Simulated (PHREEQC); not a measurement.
0.1 mol of Pyrochroite (Mn(OH)2) is brought to equilibrium with 1 kg of water holding 0.015 mol/kgw HCl, with rising amounts of KHCO3, at 25 °C. The system is closed to oxygen. No CO2 enters from the air. Only these solids could form: Pyrochroite, Rhodochrosite.

Model: ion-association model, wateq4f.dat, run in PHREEQC.

Task: Predict pH at KHCO3 added (mol) = 0, 0.0125.

Result: 
| KHCO3 added (mol) | pH |
|---|---|
| 0 | 8.79 |
| 0.0125 | 9.16 |

Complexes and solids missing from the database can't appear.
